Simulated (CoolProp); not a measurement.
Vapour-liquid equilibrium of R1234yf (1) + isobutane (2) at 298.8 K; x and y are mole fractions of (1).

Computed with CoolProp (multi-fluid Helmholtz-energy mixture model, Lemmon 2022 and Bücker 2006; pair parameters Bell 2016).

| x | bubble pressure, mixture model (bar) | bubble pressure, Raoult's law (bar) | y, mixture model | y, Raoult's law |
|---|---|---|---|---|
| 0.05 | … | 3.743 | 0.171 | 0.093 |
| 0.2 | … | 4.249 | … | 0.327 |
| 0.35 | 6.107 | 4.756 | 0.540 | 0.512 |
| 0.5 | 6.553 | 5.263 | 0.628 | 0.660 |
| 0.65 | … | 5.770 | 0.714 | 0.783 |
| 0.8 | 7.020 | 6.277 | … | 0.886 |
| 0.95 | 7.009 | 6.783 | 0.945 | 0.974 |

**Question.** What belongs in the gaps?

**Answer.** 
- 0.05, bubble pressure, mixture model (bar): 4.187
- 0.2, bubble pressure, mixture model (bar): 5.411
- 0.2, y, mixture model: 0.419
- 0.65, bubble pressure, mixture model (bar): 6.854
- 0.8, y, mixture model: 0.814

The largest gap from Raoult's law is +28.4 % in bubble pressure, at x = 0.35. y crosses x between x = 0.8 and 0.95: the model has an azeotrope there.

The pair parameters rest on a limited set of measurements; away from them the model extrapolates.
